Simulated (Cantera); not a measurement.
A perfectly stirred reactor is fed with CH4 : H2O = 1 : 4.3 (molar parts), at 750 Torr; it is held at 2025 K, and followed from long to short residence time.

Detailed kinetics in Cantera: GRI-Mech 3.0 (53 species, 325 reactions).

Problem. What does this change do: pressure from 750 Torr to 1800 Torr?

Solution. 
```csv
quantity,before,after
x(CH4) at τ = 0.790 s,0.000621,0.000553
x(H2O) at τ = 0.790 s,0.429,0.429
x(O2) at τ = 0.790 s,1.12e-7,4.83e-8
x(OH) at τ = 0.790 s,0.000128,8.36e-5
x(C2H) at τ = 0.790 s,1.67e-9,6.84e-10
x(CH4) at τ = 37.0 ms,0.00731,0.00679
x(H2O) at τ = 37.0 ms,0.453,0.449
x(O2) at τ = 37.0 ms,1.28e-7,5.47e-8
x(OH) at τ = 37.0 ms,0.000138,8.93e-5
x(C2H) at τ = 37.0 ms,2.19e-7,9.92e-8
```
